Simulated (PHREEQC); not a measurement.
Synthetic water in mg/L, 25 °C, pH 6.56, pe 2: Na 0.0178; K 0.0141; Ca 0.0436; Mg 0.0116; Cl 0.0529; S(6) as SO4 0.0617; Alkalinity as HCO3 0.0744; B 0.00091; Sr 8.89e-05.

Cl is adjusted to close the charge balance.
Valence states are taken as typed.

All values are PHREEQC results (ion-association model, wateq4f.dat), not measurements.

| Quantity | Result |
|---|---|
| ionic strength | 6.75e-6 mol/kgw |

```
species  molality  activity   log γ
-------  --------  --------  ------
Cl-       1.76e-6   1.76e-6  -0.001
HCO3-     1.46e-6   1.45e-6  -0.001
Ca+2      1.09e-6   1.08e-6  -0.005
CO2       9.00e-7   9.00e-7   0.000
Na+       7.74e-7   7.72e-7  -0.001
SO4-2     6.42e-7   6.34e-7  -0.005
Mg+2      4.77e-7   4.71e-7  -0.005
K+        3.61e-7   3.60e-7  -0.001
```

Precipitation was switched off in this run. Species that the database lacks are ignored.
